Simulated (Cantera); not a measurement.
A Cantera script and what it prints.

```python
import numpy as np
import cantera as ct

gas_names = """
    Br Br2 H HBr H2 Si SiBr SiBr2 SiBr3 SiBr4 SiH SiHBr3 SiH2 SiH2Br2 SiH3 SiH3Br SiH4 Si2 Si3
""".split()
cond_names = """
    Br2(cr) Br2(L) Si(cr) Si(L)
""".split()


# ... load() reads the species with a 1 bar reference pressure and builds the phases ...
atoms = {
    'Si': {'Si': 1},
    'HBr': {'H': 1, 'Br': 1},
    'H2': {'H': 2},
}
top_T = {}  # K; cautious upper limits of use, not melting points


# ... equilibrate(T, P, feed) seeds the gas with the atoms and calls Mixture.equilibrate('TP', solver="vcs", rtol=1e-11, max_steps=5000) ...
results = []
feed = {'Si': 1, 'HBr': 7.1, 'H2': 85}  # mol
T = 1200  # K
P = 1200  # Pa
mix = equilibrate(T, P, feed)
results.append((T, P, feed, dict(zip(mix.species_names, mix.species_moles))))
print(gas.report(threshold=0.001))
for i in range(1, mix.n_phases):
    print(f"{mix.phase(i).name:16s} {mix.phase_moles(i):12.5e} mol")
```

Result:

```
       temperature   1200 K
          pressure   1200 Pa
           density   0.00099946 kg/m^3
  mean mol. weight   8.31 kg/kmol
   phase of matter   gas

                          1 kg             1 kmol
                     ---------------   ---------------
          enthalpy        2.9195e+06        2.4261e+07  J
   internal energy        1.7189e+06        1.4284e+07  J
           entropy             26087        2.1678e+05  J/K
    Gibbs function       -2.8384e+07       -2.3588e+08  J
 heat capacity c_p            3785.6             31458  J/K
 heat capacity c_v            2785.1             23144  J/K

                      mass frac. Y      mole frac. X     chem. pot. / RT
                     ---------------   ---------------   ---------------
               HBr           0.59585          0.061197           -37.064
                H2           0.22595           0.93139           -22.472
             SiBr2           0.14957         0.0066152           -55.714
     [  +16 minor]          0.028621        0.00079928

Br2(L)            0.00000e+00 mol
Si(cr)            3.22066e-01 mol
```

Equilibrium computed with Cantera from the NASA thermochemical tables; the gas is ideal and each condensed phase is pure. The tables' values for SiBr3 are old estimates; treat these amounts as uncertain.
